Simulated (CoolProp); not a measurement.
A single-stage vapour-compression cycle with propylene: evaporating at 243.15 K (dew point), condensing at 283.15 K (bubble point), superheat 10 K, subcooling 0 K, compressor efficiency 0.9, no pressure losses. Each further row changes one setting.

Computed with CoolProp (reference Helmholtz-energy equation of state, Lemmon 2013).

| case | cooling COP | pressure ratio | discharge temperature (K) | refrigerating effect (kJ/kg) | volumetric capacity (kJ/m³) |
|---|---|---|---|---|---|
| as stated | 4.58 | 3.68 | 311.2 | 337 | 1510 |
| evaporating temperature 248.15 K | 5.44 | 3.05 | 308.3 | 343 | 1830 |
| condensing temperature 278.15 K | 5.36 | 3.20 | 304.6 | 350 | 1560 |
| subcooling 5 K | 4.75 | 3.68 | 311.2 | 350 | 1560 |
| superheat 20 K | … | 3.68 | … | 352 | 1500 |
| compressor efficiency 0.8 | 4.07 | 3.68 | … | 337 | 1510 |

Q: Some entries are withheld; supply them.

A: 
- superheat 20 K, cooling COP: 4.57
- superheat 20 K, discharge temperature (K): 321.5
- compressor efficiency 0.8, discharge temperature (K): 316.5
